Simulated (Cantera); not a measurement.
Equilibrium for silicon nitride deposition: SiH₄ + NH₃ + H₂

A closed system holds: 1 mol SiH₄, 45 mol NH₃, 1.8 mol H₂, at 2098.15 K.

Cantera equilibrium calculation (NASA polynomials, part measured and part estimated; ideal gas, pure solids and liquids). Candidate condensed phases: Si, Si₃N₄; 18 gas species. The tables' values for SiN are old estimates; treat these amounts as uncertain. Gases not in the tables: Si₂H₆ and higher silanes. Equilibrium is a limit: real reactors are often held back by kinetics, nucleation or transport.

From 0.0375 Torr to 5.33 Torr nothing is condensed. From 18.0 Torr to 750 Torr the condensed part is Si(l). The main Si-bearing gas is Si at 0.0375 Torr and SiH₂ at 750 Torr.

```tsv
P (Pa)	log p H₂	log p H	log p N₂	log p Si	log p SiH	log p SiH₂	log p Si₂N	n Si(l)
5	-4.61	-4.82	-5.00	-6.35	-8.92	-10.82	-11.92	0
17	-4.00	-4.51	-4.44	-5.79	-8.05	-9.65	-10.52	0
59	-3.41	-4.22	-3.88	-5.24	-7.20	-8.50	-9.13	0
210	-2.83	-3.93	-3.31	-4.68	-6.36	-7.37	-7.74	0
710	-2.29	-3.66	-2.78	-4.17	-5.57	-6.31	-6.44	0
2400	-1.75	-3.39	-2.25	-3.88	-5.02	-5.49	-5.61	0.386
8400	-1.20	-3.11	-1.70	-3.88	-4.75	-4.94	-5.33	0.800
29000	-0.66	-2.84	-1.16	-3.88	-4.48	-4.40	-5.06	0.925
100000	-0.12	-2.57	-0.62	-3.88	-4.21	-3.86	-4.80	0.964
```
log p: log10 of the partial pressure in bar; n: condensed amount in mol.
